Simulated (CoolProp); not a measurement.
Vapour-liquid equilibrium of CHF3 (R23) (1) + R227EA (2) at -50.65 °C; x and y are mole fractions of (1).

Values from CoolProp's multi-fluid Helmholtz-energy mixture model, Penoncello 2003 and Lemmon 2016; pair parameters Bell 2016.

Q: Give the bubble pressure and the first vapour's composition at x = 0.425, 0.575, 0.875. Is there an azeotrope?

A: x = 0.425: 228.8 kPa, y = 0.949; x = 0.575: 291.8 kPa, y = 0.967; x = 0.875: 409.6 kPa, y = 0.991. No azeotrope shows between x = 0.05 and 0.95.

The pair parameters rest on a limited set of measurements; away from them the model extrapolates.
